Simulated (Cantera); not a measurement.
A closed system holds: 1 mol NH3, 0.014 mol SO2, 44 mol N2, 0.036 mol H2O, held at 1373 K and 2700 Pa.

Method: chemical equilibrium by Gibbs-energy minimisation in Cantera with the NASA 1993 tables (ideal gas, pure condensed phases). Candidate condensed phases: H2O, H2SO4, S; 35 gas species. Equilibrium is a limit: real reactors are often held back by kinetics, nucleation or transport.

Base state: N2 0.967, H2 0.0317, H2O 0.00139, H2S 0.000222, S2 3.58e-5 (mole fractions); condensed: gas only.

What changes in the equilibrium state with this change: 0.055 mol CH4 added?


```
species    before     after
-------  --------  --------
N2          0.967     0.963
H2         0.0317    0.0352
CO              0   0.00119
H2O       0.00139  0.000192
S2        3.58e-5   3.13e-5
H2S      0.000222  0.000230
```
Further candidate phases: C, C6H6, C7H8, C8H18.
